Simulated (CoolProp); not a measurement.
Properties of sulfur hexafluoride along the isotherm 351.85 °C (Tc = 45.6 °C, pc = 3.755 MPa, ω = 0.210).

The numbers come from the reference Helmholtz-energy equation of state, Guder 2009 in CoolProp.

| p (MPa) | phase | density (kg/m³) | cv (kJ/(kg K)) | Joule-Thomson coefficient (K/MPa) | Prandtl number |
|---|---|---|---|---|---|
| 0.433 | gas | 12.19 | 0.8856 | 1.386 | 0.746 |
| 0.867 | gas | 24.45 | 0.8862 | 1.376 | 0.739 |
| 1.3 | gas | 36.72 | 0.8867 | 1.366 | 0.732 |
| 1.73 | gas | 48.94 | 0.8872 | 1.355 | 0.726 |
| 2.17 | gas | 61.46 | 0.8877 | 1.344 | 0.721 |
| 2.6 | gas | 73.73 | 0.8882 | 1.332 | 0.717 |
| 3.03 | gas | 86.01 | 0.8887 | 1.320 | 0.713 |
| 3.47 | gas | 98.59 | 0.8892 | 1.307 | 0.710 |
| 3.9 | supercritical | 110.9 | 0.8896 | 1.294 | 0.708 |
| 4.33 | supercritical | 123.2 | 0.8901 | 1.281 | 0.707 |
| 4.77 | supercritical | 135.8 | 0.8905 | 1.266 | 0.705 |
| 5.2 | supercritical | 148.1 | 0.8910 | 1.252 | 0.705 |
| 5.63 | supercritical | 160.4 | 0.8914 | 1.237 | 0.705 |

Viscosity comes from a separate model (Quiñones-Cisneros 2012). Thermal conductivity comes from a separate model (Assael 2012).
